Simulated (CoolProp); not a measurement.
50 sccm (0 °C, 1 atm) of nitrogen bubbles through liquid dimethyl carbonate at 311.1 K and leaves saturated at a total pressure of 0.15 MPa (ideal gas phase). Each further row changes one setting.

Model: reference Helmholtz-energy equation of state, Zhou 2011, in CoolProp.

```csv
case,vapour pressure (kPa),mole fraction of vapour,delivery (mg/min),delivery (sccm),change of delivery for a bath 1 K warmer (%)
as stated,13.7,0.0910,20.1,(withheld),5.2
bath temperature 316.1 K,(withheld),(withheld),(withheld),(withheld),5.2
total pressure 0.3 MPa,13.7,0.0455,9.58,(withheld),(withheld)
```

Problem. Some entries are withheld; supply them.

Solution. 
- as stated, delivery (sccm): 5.01
- bath temperature 316.1 K, vapour pressure (kPa): 17.1
- bath temperature 316.1 K, mole fraction of vapour: 0.114
- bath temperature 316.1 K, delivery (mg/min): 25.9
- bath temperature 316.1 K, delivery (sccm): 6.45
- total pressure 0.3 MPa, delivery (sccm): 2.38
- total pressure 0.3 MPa, change of delivery for a bath 1 K warmer (%): 5.0
